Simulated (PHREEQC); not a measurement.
Hard or scaling water: speciation

Solution (25 °C): 2.65 mmol/kgw MgCl2 and 0.067 mmol/kgw Na2HPO4. Closed to the air; pH follows from the charge balance.

Equilibrium calculation in PHREEQC: ion-association model, wateq4f.dat.

This is a speciation only: nothing precipitates in the calculation.

What pH does the model give?

pH 7.81.

In which forms is Mg present?

Mg+2 99 %, MgHPO4 1.0 % of the Mg.

H3PO4, which wateq4f.dat lacks, is added to it with the constant of phreeqc.dat.
